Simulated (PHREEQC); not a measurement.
# Alkaline etch or developer: an equilibrium model

A solution holds 0.011 mol LiOH, 2.6e-06 mol H4SiO4 and 0.15 mol K2CO3 per kg of water, at 25 °C. Closed to the air; pH follows from the charge balance.

The numbers come from PHREEQC with the ion-association model, wateq4f.dat.

Precipitation was switched off in this run.

Problem. What pH, ionic strength, activity of water does the model give?

Solution. pH 11.90; ionic strength 0.460 mol/kgw; activity of water 0.992.

Problem. In which forms is Si present?

Solution. H3SiO4- 87 %, H2SiO4-2 13 % of the Si.
